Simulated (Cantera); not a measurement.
A freely propagating, adiabatic, planar premixed flame of 38.7 % H2, 12.9 % O2, 48.4 % N2, unburnt at 423 K and 2.17 atm; unity-Lewis-number transport, grid criteria slope 0.08 and curve 0.16, no radiation.

Model: the H2/O2 subset of GRI-Mech 3.0, which has no nitrogen chemistry, integrated in Cantera. The hydrogen kinetics of GRI-Mech 3.0 are dated; newer H2 mechanisms differ, most at raised pressure. Unity Lewis numbers drop preferential diffusion, which matters most where H2 and H carry the flame. Burning velocities carry a grid error of a few per cent, more on coarse grids.

Predict: laminar burning velocity; thermal thickness; peak x(H); peak x(O); peak x(HO2).


```
Property                     Value
------------------------  --------
laminar burning velocity  331 cm/s
thermal thickness         0.126 mm
peak x(H)                   0.0684
peak x(O)                  0.00435
peak x(HO2)               0.000483
```
